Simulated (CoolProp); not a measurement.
Benzene at 416.18 K and 0.235 MPa is compressed adiabatically to 1.41 MPa with isentropic efficiency 0.75. Each further row changes one setting.

Model: reference Helmholtz-energy equation of state, Thol 2012, in CoolProp.

```csv
case,work (kJ/kg),final temperature (K),final density (kg/m³)
as stated,102,___,32.6
efficiency 1,___,480.2,___
efficiency 0.65,___,501.0,___
```

Q: Fill in the missing entries.

A: 
- as stated, final temperature (K): 493.1
- efficiency 1, work (kJ/kg): 76.3
- efficiency 1, final density (kg/m³): 34.4
- efficiency 0.65, work (kJ/kg): 117
- efficiency 0.65, final density (kg/m³): 31.7
